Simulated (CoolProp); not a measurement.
Propylene at 293.15 K and 0.0777 MPa is compressed adiabatically to 0.366 MPa with isentropic efficiency 0.6. Each further row changes one setting.

The numbers come from the reference Helmholtz-energy equation of state, Lemmon 2013 in CoolProp.

| case | work (kJ/kg) | final temperature (K) | final density (kg/m³) |
|---|---|---|---|
| as stated | (withheld) | (withheld) | (withheld) |
| efficiency 1 | (withheld) | (withheld) | (withheld) |
| efficiency 0.65 | (withheld) | 384.2 | (withheld) |

### Question
Fill in the missing entries.

### Answer

- as stated, work (kJ/kg): 162
- as stated, final temperature (K): 390.8
- as stated, final density (kg/m³): 4.85
- efficiency 1, work (kJ/kg): 97.3
- efficiency 1, final temperature (K): 355.7
- efficiency 1, final density (kg/m³): 5.37
- efficiency 0.65, work (kJ/kg): 150
- efficiency 0.65, final density (kg/m³): 4.94
